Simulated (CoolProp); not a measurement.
Vapour-liquid equilibrium of toluene (1) + p-xylene (2) at 320.6 K; x and y are mole fractions of (1).

The numbers come from the multi-fluid Helmholtz-energy mixture model, Lemmon 2006 and Zhou 2012; pair parameters Bell 2016 in CoolProp.

```tsv
x	bubble pressure, mixture model (kPa)	bubble pressure, Raoult's law (kPa)	y, mixture model	y, Raoult's law
0.05	4.209	4.204	0.132	0.131
0.2	___	5.279	0.420	0.417
0.35	6.416	6.353	0.609	0.607
0.5	7.503	7.428	___	0.741
0.65	8.571	8.503	0.840	0.842
0.8	9.621	9.578	___	0.920
0.95	10.66	10.65	0.981	0.982
```

Problem. Complete the blanks.

Solution. 
- 0.2, bubble pressure, mixture model (kPa): 5.313
- 0.5, y, mixture model: 0.742
- 0.8, y, mixture model: 0.918

The largest gap from Raoult's law is +1.0 % in bubble pressure, at x = 0.5. No azeotrope shows between x = 0.05 and 0.95.

The pair parameters rest on a limited set of measurements; away from them the model extrapolates.
